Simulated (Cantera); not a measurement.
Input: 1 mol AlN, 22 mol Cl2, a varied amount of H2, held at 1773 K and 10.0 mbar.

These are equilibrium values from Cantera (NASA tables, ideal gas, pure condensed phases), not measurements of a reactor. Candidate condensed phases: Al, AlCl3, AlN, NH4Cl; 20 gas species. The tables' values for AlCl2 are old estimates; treat these amounts as uncertain. Equilibrium is a limit: real reactors are often held back by kinetics, nucleation or transport.

x: gas mole fraction; nothing condenses.

```csv
n(H2) (mol),x HCl,x Cl,x H2,x Cl2,x AlCl3,x N2
3.2,0.161,0.732,2.32e-7,0.0694,0.0251,0.0126
8.5,0.414,0.515,3.08e-6,0.0344,0.0243,0.0122
14,0.666,0.288,2.56e-5,0.0107,0.0237,0.0119
19,0.892,[?],[?],[?],0.0233,0.0118
24,0.882,0.00693,0.0775,6.22e-6,0.0196,0.0108
30,0.785,0.00403,0.181,2.11e-6,0.0159,0.00957
35,0.718,[?],[?],[?],[?],[?]
40,0.661,0.00260,0.310,8.74e-7,0.0116,0.00802
46,0.604,0.00217,0.370,6.13e-7,0.00983,0.00731
51,0.564,0.00192,0.412,4.79e-7,0.00859,0.00681
```

Q: Some entries are withheld; supply them.

A: 
- 19, x Cl: 0.0710
- 19, x H2: 0.000754
- 19, x Cl2: 0.000654
- 35, x Cl: 0.00313
- 35, x H2: 0.251
- 35, x Cl2: 1.27e-6
- 35, x AlCl3: 0.0135
- 35, x N2: 0.00873
